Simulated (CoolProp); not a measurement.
Vapour-liquid equilibrium of R22 (1) + acetone (2) at 40.35 °C; x and y are mole fractions of (1).

The numbers come from the multi-fluid Helmholtz-energy mixture model, Kamei 1995 and Lemmon 2006; pair parameters Bell 2016 in CoolProp.

```
x     bubble pressure (MPa)  y at the bubble point  dew pressure at overall composition x (MPa)  liquid density (mol/L)
----  ---------------------  ---------------------  -------------------------------------------  ----------------------
0.05                 0.1184                  0.526                                      0.06035                   13.26
0.15                 0.2067                  0.742                                      0.06734                   13.38
0.25                 0.2817                  0.823                                      0.07611                   13.50
0.35                 0.3645                  0.876                                      0.08747                   13.62
0.45                 0.4681                  0.916                                       0.1028                   13.73
0.55                 0.6022                  0.947                                       0.1245                   13.82
0.65                 0.7733                  0.969                                       0.1574                   13.87
0.75                 0.9806                  0.984                                       0.2124                   13.84
0.85                  1.211                  0.993                                       0.3192                   13.70
0.95                  1.440                  0.998                                       0.6211                   13.35
```

No azeotrope shows between x = 0.05 and 0.95.

The pair parameters rest on a limited set of measurements; away from them the model extrapolates.
